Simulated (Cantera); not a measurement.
Feed: 1 mol MgO, 9.6 mol HBr, 16 mol O2, equilibrated at 973 K and 2.50 Pa.

These are equilibrium values from Cantera (NASA tables, ideal gas, pure condensed phases), not measurements of a reactor. Candidate condensed phases: Br2, H2O, Mg, MgBr2, MgO, Mg(OH)2; 20 gas species. Equilibrium is a limit: real reactors are often held back by kinetics, nucleation or transport.

Base state: O2 0.526, Br 0.214, H2O 0.174, Br2 0.0669, HBr 0.0198 (mole fractions); condensed: MgO(s).

What changes in the equilibrium state with this change: temperature from 973 K to 798.15 K?


```
species      before    after
-----------  ------  -------
O2            0.526    0.579
H2O           0.174    0.201
Br2          0.0669    0.189
Br            0.214   0.0255
HBr          0.0198  0.00527
MgO(s), mol   1.000     1.00
```
